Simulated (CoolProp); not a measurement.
Isohexane along the isobar 4.52 MPa: fugacity coefficient from the reference equation and from simpler models built on Tc = 497.7 K, pc = 3.043 MPa, ω = 0.280; each cubic takes its own stable root.

Computed with CoolProp (reference Helmholtz-energy equation of state, Lemmon 2006). It is a short technical equation, of lower accuracy than the large ones.

```tsv
T (K)	phase	reference	Soave-Redlich-Kwong	Peng-Robinson
464.6	liquid	0.3416	0.3577	0.3417
476.8	liquid	0.3910	0.4088	0.3905
489	liquid	0.4419	0.4608	0.4404
501.2	supercritical	0.4932	0.5124	0.4898
513.4	supercritical	0.5433	0.5615	0.5370
525.6	supercritical	0.5894	0.6057	0.5793
537.8	supercritical	0.6281	0.6429	0.6150
550	supercritical	0.6602	0.6743	0.6454
```
